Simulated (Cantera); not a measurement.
A perfectly stirred reactor is fed with C2H6 : N2 = 1 : 2 (molar parts), at 40.5 Torr; it is held at 1425 K, and followed from long to short residence time.

Computed with Cantera and GRI-Mech 3.0 (53 species, 325 reactions). GRI-Mech 3.0 stops at C3 and has no aromatics, soot or wall deposition, so with more carbon than oxygen in the feed, carbon stays in small species such as C2H2 where larger ones or solid carbon would form.

```tsv
quantity	before	after
x(C2H6) at τ = 4.70 s	0.000241	5.61e-5
x(CH2) at τ = 4.70 s	1.63e-8	8.34e-8
x(CH3) at τ = 4.70 s	0.000151	0.000248
x(C2H) at τ = 4.70 s	3.20e-8	1.99e-7
x(C2H4) at τ = 4.70 s	0.00424	0.00108
x(C2H6) at τ = 32.0 ms	0.0163	0.00441
x(CH2) at τ = 32.0 ms	3.33e-7	1.44e-6
x(CH3) at τ = 32.0 ms	0.00123	0.00232
x(C2H) at τ = 32.0 ms	6.14e-8	4.31e-7
x(C2H4) at τ = 32.0 ms	0.0676	0.0216
```

Task: What was changed between the two runs?
(A) pressure from 40.5 Torr to 1.00 bar
(B) pressure from 40.5 Torr to 0.790 bar
(C) temperature 1425 to 1550 K
(D) C2H6 1 to 3.7 parts

Result: C, temperature 1425 to 1550 K
